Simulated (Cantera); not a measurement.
An adiabatic, constant-pressure homogeneous reactor starts with 9.48 % CH4, 10.5 % O2, 80.0 % N2, equivalence ratio 1.8, at 1025 K and 1.20 bar.

Cantera simulation using GRI-Mech 3.0 (53 species, 325 reactions); the numbers are that mechanism's predictions, not measurements.

x: mole fraction; the columns are a selection and need not sum to one.

| t (s) | T (K) | x CH4 | x O2 | x CH3 | x CO2 | x H2O2 |
|---|---|---|---|---|---|---|
| 8.00e-6 | 1025 | 0.0948 | 0.105 | 9.01e-11 | <1e-12 | <1e-12 |
| 1.83e-5 | 1025 | 0.0948 | 0.105 | 2.06e-10 | <1e-12 | <1e-12 |
| 4.20e-5 | 1025 | 0.0948 | 0.105 | 4.74e-10 | <1e-12 | 1.09e-12 |
| 9.61e-5 | 1025 | 0.0948 | 0.105 | 1.09e-9 | <1e-12 | 5.66e-12 |
| 0.000220 | 1025 | 0.0948 | 0.105 | 2.52e-9 | <1e-12 | 2.94e-11 |
| 0.000504 | 1025 | 0.0948 | 0.105 | 5.89e-9 | <1e-12 | 1.48e-10 |
| 0.00115 | 1025 | 0.0948 | 0.105 | 1.42e-8 | <1e-12 | 7.21e-10 |
| 0.00264 | 1025 | 0.0948 | 0.105 | 3.68e-8 | <1e-12 | 3.19e-9 |
| 0.00605 | 1025 | 0.0948 | 0.105 | 1.09e-7 | <1e-12 | 1.14e-8 |
| 0.0139 | 1025 | 0.0948 | 0.105 | 3.21e-7 | 1.15e-11 | 2.48e-8 |
| 0.0317 | 1025 | 0.0948 | 0.105 | 4.77e-7 | 1.02e-10 | 2.67e-8 |
| 0.0727 | 1025 | 0.0948 | 0.105 | 5.18e-7 | 3.84e-10 | 3.39e-8 |
| 0.167 | 1025 | 0.0948 | 0.105 | 6.13e-7 | 1.39e-9 | 5.42e-8 |
| 0.381 | 1026 | 0.0947 | 0.105 | ? | ? | ? |
| 0.873 | 1028 | 0.0942 | 0.105 | ? | ? | ? |
| 2.00 | 1837 | 3.87e-5 | 4.87e-9 | 1.15e-6 | 0.0180 | 6.84e-12 |

What belongs in the gaps?


- 0.381, x CH3: 8.47e-7
- 0.381, x CO2: 9.28e-9
- 0.381, x H2O2: 1.19e-7
- 0.873, x CH3: 1.62e-6
- 0.873, x CO2: 3.15e-7
- 0.873, x H2O2: 4.98e-7
